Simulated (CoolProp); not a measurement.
The numbers come from the reference Helmholtz-energy equation of state, Lemmon 2013 in CoolProp.

For propylene, give the phase and the density (kg/m³), cv (kJ/(kg K)), speed of sound (m/s), viscosity (µPa s) at 301.85 °C and 5.47 MPa.


- 301.85 °C and 5.47 MPa: supercritical; density 52.1, cv 2.32, speed of sound 334, viscosity 18.3

Viscosity comes from a separate model (Huber 2003), an estimate that may be off by 10 % or more.
